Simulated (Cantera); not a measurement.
A Cantera script and what it prints.

```python
import numpy as np
import cantera as ct

gas_names = [...]  # 121 gases of nasa_gas.yaml made of Al, C, H, O
cond_names = """
    AL(cr) AL(L) AL2O3(a) AL2O3(L) C(gr) C6H6(L) C7H8(L) C8H18(L),n-octa H2O(s) H2O(L)
""".split()


# ... load() reads the species with a 1 bar reference pressure and builds the phases ...
atoms = {
    'Al': {'AL': 1},
    'CO2': {'C': 1, 'O': 2},
    'H2': {'H': 2},
}
top_T = {'C(gr)': 4500}  # K; cautious upper limits of use, not melting points


# ... equilibrate(T, P, feed) seeds the gas with the atoms and calls Mixture.equilibrate('TP', solver="vcs", rtol=1e-11, max_steps=5000) ...
results = []
feed = {'Al': 1, 'CO2': 7.7, 'H2': 44}  # mol
T = 1598  # K
P = 10000  # Pa
mix = equilibrate(T, P, feed)
results.append((T, P, feed, dict(zip(mix.species_names, mix.species_moles))))
x = sorted(zip(gas.X, gas.species_names), reverse=True)
print(f"T = {T:g} K  P = {P:g} Pa  gas = {mix.phase_moles(0):.4g} mol")
print("   x: " + "  ".join(f"{s} {v:.3e}" for v, s in x if v > 0.001))
print("   condensed (mol): " + ("  ".join(f"{mix.phase(i).name} {mix.phase_moles(i):.4g}"
      for i in range(1, mix.n_phases) if mix.phase_moles(i) > 1e-12) or "none"))
```

Output:

```
T = 1598 K  P = 10000 Pa  gas = 51.7 mol
   x: H2 7.382e-01  CO 1.417e-01  H2O 1.127e-01  CO2 7.218e-03
   condensed (mol): AL2O3(a) 0.5
```

Method: chemical equilibrium by Gibbs-energy minimisation in Cantera with the NASA 1993 tables (ideal gas, pure condensed phases). Gases not in the tables: Al(OH)3.
